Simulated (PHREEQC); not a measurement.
A solution holds 0.003 mol/kgw KOH, 0.00025 mol/kgw NaAlO2 and 0.00014 mol/kgw Na2CO3, at 25 °C. Closed to the air; pH follows from the charge balance.

The numbers come from PHREEQC with the ion-association model, phreeqc.dat.

Each row changes one thing in this solution. No solid was allowed to form.

```json
[
 {"case": "as made", "pH": "11.44", "ionic strength (mol/kgw)": "0.00366", "CO3-2 (mol/kgw)": "0.000131", "HCO3- (mol/kgw)": "8.27e-6", "NaCO3- (mol/kgw)": "9.97e-7", "NaHCO3 (mol/kgw)": "2.16e-9", "SI of Gibbsite (Al(OH)3)": "-0.52"},
 {"case": "Na2CO3 from 0.00014 to 2.8e-05 mol/kgw", "pH": "11.45", "ionic strength (mol/kgw)": "0.00333", "CO3-2 (mol/kgw)": "2.62e-5", "HCO3- (mol/kgw)": "1.67e-6", "NaCO3- (mol/kgw)": "1.17e-7", "NaHCO3 (mol/kgw)": "2.54e-10", "SI of Gibbsite (Al(OH)3)": "-0.52"},
 {"case": "0.00011 mol/kgw HBr added", "pH": "[?]", "ionic strength (mol/kgw)": "0.00366", "CO3-2 (mol/kgw)": "0.000130", "HCO3- (mol/kgw)": "8.56e-6", "NaCO3- (mol/kgw)": "9.95e-7", "NaHCO3 (mol/kgw)": "2.24e-9", "SI of Gibbsite (Al(OH)3)": "[?]"},
 {"case": "NaAlO2 from 0.00025 to 0.000125 mol/kgw", "pH": "11.45", "ionic strength (mol/kgw)": "0.00353", "CO3-2 (mol/kgw)": "0.000131", "HCO3- (mol/kgw)": "8.30e-6", "NaCO3- (mol/kgw)": "7.66e-7", "NaHCO3 (mol/kgw)": "1.66e-9", "SI of Gibbsite (Al(OH)3)": "[?]"},
 {"case": "temperature from 25 to 50 °C", "pH": "[?]", "ionic strength (mol/kgw)": "0.00364", "CO3-2 (mol/kgw)": "0.000111", "HCO3- (mol/kgw)": "2.63e-5", "NaCO3- (mol/kgw)": "2.67e-6", "NaHCO3 (mol/kgw)": "5.98e-9", "SI of Gibbsite (Al(OH)3)": "[?]"},
 {"case": "Na2CO3 from 0.00014 to 7e-05 mol/kgw", "pH": "11.44", "ionic strength (mol/kgw)": "0.00346", "CO3-2 (mol/kgw)": "6.55e-5", "HCO3- (mol/kgw)": "4.16e-6", "NaCO3- (mol/kgw)": "3.70e-7", "NaHCO3 (mol/kgw)": "8.03e-10", "SI of Gibbsite (Al(OH)3)": "-0.52"}
]
```

Task: Complete the blanks.

Result: 
- 0.00011 mol/kgw HBr added, pH: 11.43
- 0.00011 mol/kgw HBr added, SI of Gibbsite (Al(OH)3): -0.50
- NaAlO2 from 0.00025 to 0.000125 mol/kgw, SI of Gibbsite (Al(OH)3): -0.82
- temperature from 25 to 50 °C, pH: 10.71
- temperature from 25 to 50 °C, SI of Gibbsite (Al(OH)3): -0.87

At this temperature some constants are extrapolated from 25 °C, and those without enthalpy data are left unchanged.
